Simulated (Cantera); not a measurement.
Cantera run:

```python
import numpy as np
import cantera as ct

gas_names = """
    CL CL2 H HCL H2 Si SiCL SiCL2 SiCL3 SiCL4 SiH SiHCL3 SiH2 SiH2CL2 SiH3 SiH3CL SiH4 Si2 Si3
""".split()
cond_names = """
    Si(cr) Si(L)
""".split()


# ... load() reads the species with a 1 bar reference pressure and builds the phases ...
atoms = {
    'SiH4': {'Si': 1, 'H': 4},
    'HCl': {'H': 1, 'CL': 1},
    'H2': {'H': 2},
}
top_T = {}  # K; cautious upper limits of use, not melting points


# ... equilibrate(T, P, feed) seeds the gas with the atoms and calls Mixture.equilibrate('TP', solver="vcs", rtol=1e-11, max_steps=5000) ...
results = []
feed = {'SiH4': 1, 'HCl': 0.026, 'H2': 14}  # mol
P = 13332.2  # Pa
for T in [998, 1098, 1198, 1298, 1398, 1498, 1598, 1698, 1798, 1898, 1998, 2098, 2198]:
    mix = equilibrate(T, P, feed)
    results.append((T, P, feed, dict(zip(mix.species_names, mix.species_moles))))
    x = sorted(zip(gas.X, gas.species_names), reverse=True)
    print(f"T = {T:g} K  P = {P:g} Pa  gas = {mix.phase_moles(0):.4g} mol")
    print("   x: " + "  ".join(f"{s} {v:.3e}" for v, s in x if v > 0.0001))
    print("   condensed (mol): " + ("  ".join(f"{mix.phase(i).name} {mix.phase_moles(i):.4g}"
          for i in range(1, mix.n_phases) if mix.phase_moles(i) > 1e-12) or "none"))
```

It prints:

```
T = 998 K  P = 13332.2 Pa  gas = 16.03 mol
   x: H2 9.984e-01  HCL 1.531e-03
   condensed (mol): Si(cr) 0.9995
T = 1098 K  P = 13332.2 Pa  gas = 16.03 mol
   x: H2 9.984e-01  HCL 1.600e-03
   condensed (mol): Si(cr) 0.9998
T = 1198 K  P = 13332.2 Pa  gas = 16.03 mol
   x: H2 9.984e-01  HCL 1.608e-03
   condensed (mol): Si(cr) 0.9999
T = 1298 K  P = 13332.2 Pa  gas = 16.03 mol
   x: H2 9.984e-01  HCL 1.608e-03
   condensed (mol): Si(cr) 0.9999
T = 1398 K  P = 13332.2 Pa  gas = 16.03 mol
   x: H2 9.984e-01  HCL 1.607e-03
   condensed (mol): Si(cr) 0.9999
T = 1498 K  P = 13332.2 Pa  gas = 16.03 mol
   x: H2 9.983e-01  HCL 1.605e-03
   condensed (mol): Si(cr) 0.9998
T = 1598 K  P = 13332.2 Pa  gas = 16.03 mol
   x: H2 9.982e-01  HCL 1.604e-03  H 1.456e-04
   condensed (mol): Si(cr) 0.9998
T = 1698 K  P = 13332.2 Pa  gas = 16.03 mol
   x: H2 9.980e-01  HCL 1.602e-03  H 3.956e-04
   condensed (mol): Si(L) 0.9995
T = 1798 K  P = 13332.2 Pa  gas = 16.03 mol
   x: H2 9.974e-01  HCL 1.603e-03  H 9.630e-04
   condensed (mol): Si(L) 0.9988
T = 1898 K  P = 13332.2 Pa  gas = 16.04 mol
   x: H2 9.961e-01  H 2.137e-03  HCL 1.601e-03
   condensed (mol): Si(L) 0.9969
T = 1998 K  P = 13332.2 Pa  gas = 16.07 mol
   x: H2 9.935e-01  H 4.379e-03  HCL 1.595e-03  Si 3.190e-04  SiH2 1.043e-04
   condensed (mol): Si(L) 0.9916
T = 2098 K  P = 13332.2 Pa  gas = 16.11 mol
   x: H2 9.886e-01  H 8.380e-03  HCL 1.582e-03  Si 9.796e-04  SiH 1.938e-04  SiH2 1.785e-04
   condensed (mol): Si(L) 0.9774
T = 2198 K  P = 13332.2 Pa  gas = 16.2 mol
   x: H2 9.798e-01  H 1.510e-02  Si 2.712e-03  HCL 1.559e-03  SiH 4.356e-04  SiH2 2.894e-04
   condensed (mol): Si(L) 0.9421
```

Equilibrium computed with Cantera from the NASA thermochemical tables; the gas is ideal and each condensed phase is pure. The tables' values for SiCl are old estimates; treat these amounts as uncertain. Gases not in the tables: Si2H6 and higher silanes.
